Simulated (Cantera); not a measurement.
A Cantera script and what it prints.

```python
import numpy as np
import cantera as ct

gas_names = """
    B BH BH2 BH3 BN BO BO2 B2 B2O B2O2 B2O3 B3O3H3 H HBO HBO2 HNO HNO2 HNO3 HO2 H2 H2O H2O2 H3B3O6 N NH
    NH2 NH3 NH2OH NO NO2 NO3 N2 N2H2 N2H4 N2O O OH O2 O3
""".split()
cond_names = """
    B(b) B(L) BN(s) B2O3(L) B3O3H3(cr) H2O(s) H2O(L)
""".split()


# ... load() reads the species with a 1 bar reference pressure and builds the phases ...
atoms = {
    'BN': {'B': 1, 'N': 1},
    'H2O': {'H': 2, 'O': 1},
}
top_T = {'BN(s)': 3200}  # K; cautious upper limits of use, not melting points


# ... equilibrate(T, P, feed) seeds the gas with the atoms and calls Mixture.equilibrate('TP', solver="vcs", rtol=1e-11, max_steps=5000) ...
results = []
feed = {'BN': 1, 'H2O': 2.6}  # mol
P = 18000  # Pa
for T in [1098, 1148, 1198, 1248, 1298, 1348, 1398, 1448, 1498, 1548, 1598, 1648, 1698, 1748]:
    mix = equilibrate(T, P, feed)
    results.append((T, P, feed, dict(zip(mix.species_names, mix.species_moles))))
    x = sorted(zip(gas.X, gas.species_names), reverse=True)
    print(f"T = {T:g} K  P = {P:g} Pa  gas = {mix.phase_moles(0):.4g} mol")
    print("   x: " + "  ".join(f"{s} {v:.3e}" for v, s in x if v > 0.001))
    print("   condensed (mol): " + ("  ".join(f"{mix.phase(i).name} {mix.phase_moles(i):.4g}"
          for i in range(1, mix.n_phases) if mix.phase_moles(i) > 1e-12) or "none"))
```

Output:

```
T = 1098 K  P = 18000 Pa  gas = 3.098 mol
   x: H2 4.842e-01  H2O 3.526e-01  N2 1.614e-01  H3B3O6 1.565e-03
   condensed (mol): B2O3(L) 0.4924
T = 1148 K  P = 18000 Pa  gas = 3.099 mol
   x: H2 4.840e-01  H2O 3.528e-01  N2 1.613e-01  H3B3O6 1.271e-03
   condensed (mol): B2O3(L) 0.4933
T = 1198 K  P = 18000 Pa  gas = 3.1 mol
   x: H2 4.838e-01  H2O 3.527e-01  N2 1.613e-01  HBO2 1.131e-03  H3B3O6 1.046e-03
   condensed (mol): B2O3(L) 0.4934
T = 1248 K  P = 18000 Pa  gas = 3.102 mol
   x: H2 4.835e-01  H2O 3.522e-01  N2 1.612e-01  HBO2 2.242e-03
   condensed (mol): B2O3(L) 0.4925
T = 1298 K  P = 18000 Pa  gas = 3.105 mol
   x: H2 4.830e-01  H2O 3.510e-01  N2 1.610e-01  HBO2 4.196e-03
   condensed (mol): B2O3(L) 0.4901
T = 1348 K  P = 18000 Pa  gas = 3.111 mol
   x: H2 4.822e-01  H2O 3.490e-01  N2 1.607e-01  HBO2 7.466e-03
   condensed (mol): B2O3(L) 0.4855
T = 1398 K  P = 18000 Pa  gas = 3.119 mol
   x: H2 4.809e-01  H2O 3.455e-01  N2 1.603e-01  HBO2 1.269e-02
   condensed (mol): B2O3(L) 0.4777
T = 1448 K  P = 18000 Pa  gas = 3.132 mol
   x: H2 4.789e-01  H2O 3.402e-01  N2 1.597e-01  HBO2 2.067e-02
   condensed (mol): B2O3(L) 0.4654
T = 1498 K  P = 18000 Pa  gas = 3.151 mol
   x: H2 4.760e-01  H2O 3.324e-01  N2 1.587e-01  HBO2 3.237e-02
   condensed (mol): B2O3(L) 0.4468
T = 1548 K  P = 18000 Pa  gas = 3.178 mol
   x: H2 4.719e-01  H2O 3.212e-01  N2 1.573e-01  HBO2 4.886e-02
   condensed (mol): B2O3(L) 0.4198
T = 1598 K  P = 18000 Pa  gas = 3.217 mol
   x: H2 4.661e-01  H2O 3.060e-01  N2 1.554e-01  HBO2 7.116e-02
   condensed (mol): B2O3(L) 0.3816
T = 1648 K  P = 18000 Pa  gas = 3.27 mol
   x: H2 4.585e-01  H2O 2.862e-01  N2 1.529e-01  HBO2 1.000e-01  B2O3 1.869e-03
   condensed (mol): B2O3(L) 0.329
T = 1698 K  P = 18000 Pa  gas = 3.342 mol
   x: H2 4.484e-01  H2O 2.613e-01  N2 1.496e-01  HBO2 1.357e-01  B2O3 4.211e-03
   condensed (mol): B2O3(L) 0.2577
T = 1748 K  P = 18000 Pa  gas = 3.438 mol
   x: H2 4.355e-01  H2O 2.314e-01  HBO2 1.774e-01  N2 1.454e-01  B2O3 9.032e-03
   condensed (mol): B2O3(L) 0.1621
```

Cantera equilibrium calculation (NASA polynomials, part measured and part estimated; ideal gas, pure solids and liquids). Gases not in the tables: H3BO3.
